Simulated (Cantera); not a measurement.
An adiabatic, constant-volume homogeneous reactor starts with 3.78 % CH4, 1.59 % CO, 19.9 % O2, 74.8 % N2, at 1498 K and 47000 Pa.

Cantera simulation using GRI-Mech 3.0 (53 species, 325 reactions); the numbers are that mechanism's predictions, not measurements.

One state of this run: T (K) = 2461; P (bar) = 0.772; x CH4 = <1e-12; x CO = 0.00507; x O2 = 0.106; x C2H6 = <1e-12; x CH3 = <1e-12; x C2H = <1e-12; x NO2 = 8.59e-6. x: mole fraction; the columns are a selection and need not sum to one.

**Question.** Which value of t (s) does it belong to?
(A) 8.17e-6
(B) 0.000165
(C) 6.06e-5
(D) 0.184

**Answer.** D, 0.184
